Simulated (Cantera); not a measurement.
An adiabatic, constant-volume homogeneous reactor starts with CH4 : O2 : N2 = 1 : 1.43 : 5.37 (molar parts), equivalence ratio 1.4, at 1475 K and 195 Torr.

Model: GRI-Mech 3.0 (53 species, 325 reactions), integrated in Cantera.

x: mole fraction; the columns are a selection and need not sum to one.

| t (s) | T (K) | P (bar) | x CH4 | x O2 | x O | x C2H4 | x HCN | x H2O2 |
|---|---|---|---|---|---|---|---|---|
| 1.00e-6 | 1475 | 0.260 | 0.128 | 0.183 | 4.83e-10 | <1e-12 | <1e-12 | 1.73e-11 |
| 3.08e-6 | 1475 | 0.260 | 0.128 | 0.183 | 1.74e-9 | <1e-12 | <1e-12 | 1.59e-10 |
| 9.50e-6 | 1475 | 0.260 | 0.128 | 0.183 | 2.52e-9 | <1e-12 | <1e-12 | 1.39e-9 |
| 2.93e-5 | 1475 | 0.260 | 0.128 | 0.183 | 3.05e-9 | 6.25e-12 | <1e-12 | 1.04e-8 |
| 9.03e-5 | 1475 | 0.260 | 0.128 | 0.183 | 4.92e-9 | 2.80e-10 | <1e-12 | 5.40e-8 |
| 0.000278 | 1475 | 0.260 | 0.128 | 0.183 | 1.34e-8 | 1.43e-8 | <1e-12 | 1.69e-7 |
| 0.000858 | 1475 | 0.260 | 0.128 | 0.183 | … | … | <1e-12 | … |
| 0.00265 | 1482 | 0.261 | 0.126 | 0.182 | 4.63e-7 | 0.000104 | <1e-12 | 9.66e-7 |
| 0.00816 | 2802 | 0.550 | <1e-12 | 0.00506 | 0.00528 | <1e-12 | 7.53e-9 | 9.70e-8 |
| 0.0251 | 2801 | 0.550 | <1e-12 | 0.00501 | 0.00524 | <1e-12 | 7.93e-9 | 9.64e-8 |
| 0.0775 | 2801 | 0.550 | <1e-12 | 0.00501 | 0.00524 | <1e-12 | 7.93e-9 | 9.64e-8 |
| 0.239 | 2801 | 0.550 | <1e-12 | 0.00501 | 0.00524 | <1e-12 | 7.93e-9 | 9.64e-8 |
| 0.737 | 2801 | 0.550 | <1e-12 | 0.00501 | 0.00524 | <1e-12 | 7.93e-9 | 9.64e-8 |
| 2.27 | 2801 | 0.550 | <1e-12 | 0.00501 | 0.00524 | <1e-12 | 7.93e-9 | 9.64e-8 |
| 7.00 | 2801 | 0.550 | <1e-12 | 0.00501 | 0.00524 | <1e-12 | 7.93e-9 | 9.64e-8 |

Problem. Fill in the missing entries.

Solution. 
- 0.000858, x O: 6.24e-8
- 0.000858, x C2H4: 1.14e-6
- 0.000858, x H2O2: 2.48e-7
